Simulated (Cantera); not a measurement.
Charge: 1 mol Al2O3, 52 mol H2, held at 700 K and 0.170 bar.

Cantera equilibrium calculation (NASA polynomials, part measured and part estimated; ideal gas, pure solids and liquids). Candidate condensed phases: Al, Al2O3, H2O; 19 gas species. Equilibrium is a limit: real reactors are often held back by kinetics, nucleation or transport.

Base state: H2 1.00 (mole fractions); condensed: Al2O3(s).

Q: What changes in the equilibrium state with this change: Al2O3 replaced by SiO2?

A: 
```json
[
 {"species": "H2", "before": "1.00", "after": "1.00"},
 {"species": "Al2O3(s), mol", "before": "1.00", "after": "0"},
 {"species": "SiO2(α-quartz), mol", "before": "0", "after": "1.00"}
]
```
Further candidate phases: Si, SiO2.
